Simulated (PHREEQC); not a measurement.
Dissolve 0.026 mol/kgw CdSO4, 0.043 mol/kgw Na2SO4 and 0.00059 mol/kgw MnSO4 at 35 °C. Closed to the air; pH follows from the charge balance.

The numbers come from PHREEQC with the ion-association model, wateq4f.dat.

Problem. The ionic strength comes out as 0.156 mol/kgw. What activity coefficients do SO4-2, Cd+2, CdOH+, NaSO4-, Cd(SO4)2-2 get?

Solution. SO4-2 0.31, Cd+2 0.32, CdOH+ 0.75, NaSO4- 0.76, Cd(SO4)2-2 0.32.

This is a speciation only: nothing precipitates in the calculation.
